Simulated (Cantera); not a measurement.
# Boron, boron nitride and boron oxide: B2H6 + O2 + N2

Input: 1 mol B2H6, 2.9 mol O2, 110 mol N2, held at 25.5 Torr.

Cantera equilibrium calculation (NASA polynomials, part measured and part estimated; ideal gas, pure solids and liquids). Candidate condensed phases: B, BN, B2O3, B3O3H3, H2O; 39 gas species. The feed counts by its element totals alone. Gases not in the tables: H3BO3. The numbers say what is thermodynamically allowed, not how fast it happens.

| T (K) | x N2 | x H2O | x HBO2 | x H2 | x B2O3 | x H | x BO2 | x OH | n B2O3(l) |
|---|---|---|---|---|---|---|---|---|---|
| 1200 | 0.973 | 0.0244 | 0.000705 | 0.00177 | 2.71e-7 | 4.50e-8 | 1.83e-10 | 4.96e-9 | 0.959 |
| 1300 | 0.972 | 0.0235 | 0.00256 | 0.00177 | 5.48e-6 | 2.52e-7 | 6.00e-9 | 4.37e-8 | 0.854 |
| 1400 | 0.970 | 0.0210 | 0.00735 | 0.00176 | 7.07e-5 | 1.11e-6 | 1.14e-7 | 2.62e-7 | 0.575 |
| 1500 | 0.965 | 0.0164 | 0.0163 | 0.00175 | 0.000601 | 4.00e-6 | 1.31e-6 | 1.07e-6 | 0 |
| 1600 | 0.965 | 0.0165 | 0.0160 | 0.00175 | 0.000744 | 1.23e-5 | 5.43e-6 | 4.56e-6 | 0 |
| 1700 | 0.965 | 0.0167 | 0.0157 | 0.00176 | 0.000892 | 3.35e-5 | 1.89e-5 | 1.64e-5 | 0 |
| 1800 | 0.965 | 0.0167 | 0.0154 | 0.00180 | 0.00104 | 8.25e-5 | 5.64e-5 | 5.05e-5 | 0 |
| 1900 | 0.965 | 0.0167 | 0.0150 | 0.00195 | 0.00119 | 0.000190 | 0.000145 | 0.000134 | 0 |
| 2000 | 0.964 | 0.0164 | 0.0145 | 0.00231 | 0.00134 | 0.000424 | 0.000320 | 0.000300 | 0 |
x: gas mole fraction; n: condensed amount in mol.

From 1200 K to 1400 K the condensed part is B2O3(l). From 1500 K to 2000 K nothing is condensed.
